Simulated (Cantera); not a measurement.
# Equilibrium for silicon oxide and oxynitride deposition: TEOS + CO₂ + NO

Charge: 1 mol TEOS, 9.5 mol CO₂, 0.27 mol NO, equilibrated at 725 K and 15.0 Pa.

Equilibrium computed with Cantera from the NASA thermochemical tables; the gas is ideal and each condensed phase is pure. Candidate condensed phases: C, C₆H₆, C₇H₈, C₈H₁₈, H₂O, Si, SiC, SiO₂, Si₂N₂O, Si₃N₄; 151 gas species. The feed counts by its element totals alone. The numbers say what is thermodynamically allowed, not how fast it happens.

```yaml
x(CO): 0.508
x(H₂): 0.350
x(CO₂): 0.125
x(H₂O): 0.0114
x(N₂): 0.00489
x(CH₄): 4.24e-5
n(SiO₂(α-quartz)): 1.00 mol
gas_amount: 27.63 mol
log10 activity of C(graphite) (absent): -0.35
log10 activity of Si(s) (absent): -23.24
```
